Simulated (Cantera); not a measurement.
Charge: 1 mol C2H2, 67 mol H2, at 0.00170 bar.

Method: chemical equilibrium by Gibbs-energy minimisation in Cantera with the NASA 1993 tables (ideal gas, pure condensed phases). Candidate condensed phases: C, C6H6, C7H8, C8H18; 76 gas species. Equilibrium is a limit: real reactors are often held back by kinetics, nucleation or transport. All values below are at 1800 K.

Base state: H2 0.991, H 0.00865, C2H2 (acetylene) 0.000174 (mole fractions); condensed: C(graphite).

Q: What changes in the equilibrium state with this change: pressure from 0.00170 bar to 1.00 bar?

A: 
```csv
species,before,after
H2,0.991,0.999
CH4,1.29e-6,0.000767
H,0.00865,0.000358
C2H2 (acetylene),0.000174,0.000175
"C(graphite), mol",1.98,1.92
```
